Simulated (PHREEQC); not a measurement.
A solution holds 0.22 mol KNO3 per kg of water, at 25 °C. Closed to the air; pH follows from the charge balance.

Computed with PHREEQC (ion-association model, phreeqc.dat).

* **ionic strength**: 0.220 mol/kgw
* **activity of water**: 0.993
* **specific conductance**: 24900 µS/cm
* **density**: 1.011 g/cm³

```json
[
 {"species": "K+", "molality": "0.220", "activity": "0.155", "log γ": "-0.152"},
 {"species": "NO3-", "molality": "0.220", "activity": "0.151", "log γ": "-0.164"},
 {"species": "H+", "molality": "1.34e-7", "activity": "1.07e-7", "log γ": "-0.100"},
 {"species": "OH-", "molality": "1.34e-7", "activity": "9.41e-8", "log γ": "-0.155"}
]
```

This is a speciation only: nothing precipitates in the calculation. Complexes and solids missing from the database can't appear.
